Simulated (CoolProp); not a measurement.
Computed with CoolProp (reference Helmholtz-energy equation of state, Setzmann 1991).

Q: For methane, give the phase and the cv (kJ/(kg K)) at 375.4 K and 39.6 bar.

A: 
- 375.4 K and 39.6 bar: gas; cv 1.95
